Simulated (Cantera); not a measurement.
Cantera run:

```python
import numpy as np
import cantera as ct

gas_names = """
    F F2 N NF NF2 NF3 N2 Si SiF SiF2 SiF3 SiF4 SiN Si2 Si2N Si3
""".split()
cond_names = """
    Si(cr) Si(L) Si3N4(a)
""".split()


# ... load() reads the species with a 1 bar reference pressure and builds the phases ...
atoms = {
    'Si': {'Si': 1},
    'NF3': {'N': 1, 'F': 3},
    'N2': {'N': 2},
}
top_T = {'Si3N4(a)': 2400}  # K; cautious upper limits of use, not melting points


# ... equilibrate(T, P, feed) seeds the gas with the atoms and calls Mixture.equilibrate('TP', solver="vcs", rtol=1e-11, max_steps=5000) ...
results = []
feed = {'Si': 1, 'NF3': 0.99, 'N2': 2.5}  # mol
T = 1348  # K
P = 10000  # Pa
mix = equilibrate(T, P, feed)
results.append((T, P, feed, dict(zip(mix.species_names, mix.species_moles))))
print(gas.report(threshold=1e-05))
for i in range(1, mix.n_phases):
    print(f"{mix.phase(i).name:16s} {mix.phase_moles(i):12.5e} mol")
```

It prints:

```
       temperature   1348 K
          pressure   10000 Pa
           density   0.039111 kg/m^3
  mean mol. weight   43.835 kg/kmol
   phase of matter   gas

                          1 kg             1 kmol
                     ---------------   ---------------
          enthalpy       -6.5755e+06       -2.8824e+08  J
   internal energy       -6.8311e+06       -2.9944e+08  J
           entropy            6848.7        3.0021e+05  J/K
    Gibbs function       -1.5807e+07       -6.9292e+08  J
 heat capacity c_p            1114.6             48857  J/K
 heat capacity c_v            924.89             40543  J/K

                      mass frac. Y      mole frac. X     chem. pot. / RT
                     ---------------   ---------------   ---------------
                N2           0.50573           0.79134           -28.226
              SiF2        3.8443e-05        2.5501e-05           -100.66
              SiF3          0.005085         0.0026199           -145.23
              SiF4           0.48915           0.20602           -189.81
     [  +12 minor]        3.7992e-10         3.547e-10

Si(cr)            0.00000e+00 mol
Si3N4(a)          8.50388e-02 mol
```

These are equilibrium values from Cantera (NASA tables, ideal gas, pure condensed phases), not measurements of a reactor. The tables' values for SiF3, SiF2 are old estimates; treat these amounts as uncertain.
